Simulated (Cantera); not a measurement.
A Cantera script and what it prints.

```python
import numpy as np
import cantera as ct

gas_names = [...]  # 87 gases of nasa_gas.yaml made of C, H, Si
cond_names = """
    C(gr) C6H6(L) C7H8(L) C8H18(L),n-octa Si(cr) Si(L) SiC(b)
""".split()


# ... load() reads the species with a 1 bar reference pressure and builds the phases ...
atoms = {
    'CH3SiH3': {'C': 1, 'H': 6, 'Si': 1},
    'C3H8': {'C': 3, 'H': 8},
    'H2': {'H': 2},
    'C2H2': {'C': 2, 'H': 2},
}
top_T = {'C(gr)': 4500, 'SiC(b)': 3050}  # K; cautious upper limits of use, not melting points


# ... equilibrate(T, P, feed) seeds the gas with the atoms and calls Mixture.equilibrate('TP', solver="vcs", rtol=1e-11, max_steps=5000) ...
results = []
feed = {'CH3SiH3': 1, 'C3H8': 0.043, 'H2': 53, 'C2H2': 0.16}  # mol
P = 64000  # Pa
for T in [998, 1098, 1198, 1298, 1398, 1498, 1598, 1698, 1798, 1898, 1998]:
    mix = equilibrate(T, P, feed)
    results.append((T, P, feed, dict(zip(mix.species_names, mix.species_moles))))

top = {s: max(r[3][s] / sum(r[3][g] for g in gas_names) for r in results) for s in gas_names}
cols = sorted((s for s in top if top[s] > 0.001), key=lambda s: -top[s])[:5]
seen = [c for c in cond_names if any(r[3].get(c, 0) > 1e-12 for r in results)]
print("log10 of partial pressures in bar; condensed amounts in mol")
print(f"{'T/K':>10s}" + "".join(f"{s[:9]:>10s}" for s in cols + seen))
for T, P, feed, n in results:
    ng = sum(n[g] for g in gas_names)
    print(f"{T:10.4g}" + "".join(f"{np.log10(max(n[s] / ng * P / 1e5, 1e-99)):10.3f}" for s in cols)
          + "".join(f"{n.get(c, 0):10.4g}" for c in seen))
```

Result:

```
log10 of partial pressures in bar; condensed amounts in mol
       T/K        H2       CH4         H     C(gr)    SiC(b)
       998    -0.197    -2.289    -8.766         0         1
      1098    -0.197    -2.289    -7.705         0         1
      1198    -0.197    -2.289    -6.820         0         1
      1298    -0.196    -2.491    -6.068    0.1659         1
      1398    -0.195    -2.750    -5.422    0.2924         1
      1498    -0.195    -2.975    -4.862    0.3547         1
      1598    -0.194    -3.172    -4.371    0.3865         1
      1698    -0.194    -3.346    -3.937    0.4008         1
      1798    -0.194    -3.500    -3.551    0.4012    0.9999
      1898    -0.195    -3.637    -3.204    0.3858    0.9998
      1998    -0.195    -3.760    -2.892    0.3481    0.9993
```

These are equilibrium values from Cantera (NASA tables, ideal gas, pure condensed phases), not measurements of a reactor. The feed counts by its element totals alone.
